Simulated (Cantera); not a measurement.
Standard-state values (1 bar) from the NASA 1993 polynomials, evaluated with Cantera. Values are per mole of reaction as written; species without (g) are pure solids or liquids, kept so even where they would boil at 1 bar.

### Question
Between 300 and 1598 K, where is each reaction favourable under standard conditions?
- 6 HCl(g) + N2(g) + 6 Cs(g) ⇌ 6 CsCl + 2 NH3(g)

### Answer
- 6 HCl(g) + N2(g) + 6 Cs(g) ⇌ 6 CsCl + 2 NH3(g): ΔG° is -2242 kJ at 300 K and -717 kJ at 1598 K; it stays negative (K > 1). ΔH° is -2309 kJ and ΔS° -996 J/K at 1598 K.
